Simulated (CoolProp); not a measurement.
Properties of R1224YDZ along the isotherm 6.35 °C.

Computed with CoolProp (reference Helmholtz-energy equation of state, Akasaka 2023).

```tsv
p (bar)	phase	Z	Joule-Thomson coefficient (K/MPa)	expansivity (1/kK)	fugacity coefficient
7.58	liquid	0.03430	-0.3091	1.842	?
15.2	liquid	0.06868	-0.3126	1.822	0.04874
22.7	liquid	?	-0.3160	1.803	0.03376
30.3	liquid	0.1365	-0.3192	1.784	0.02617
37.9	liquid	0.1705	-0.3224	1.766	0.02165
45.5	liquid	0.2044	-0.3254	1.749	0.01866
53	liquid	0.2377	-0.3283	1.732	0.01657
60.6	liquid	?	-0.3312	1.716	0.01499
68.2	liquid	0.3050	-0.3339	1.700	?
75.8	liquid	0.3385	-0.3366	1.685	0.01283
83.4	liquid	0.3720	-0.3391	1.670	0.01206
```

### Question
Fill in the missing entries.

### Answer

- 7.58, fugacity coefficient: 0.09442
- 22.7, Z: 0.1024
- 60.6, Z: 0.2714
- 68.2, fugacity coefficient: 0.01378
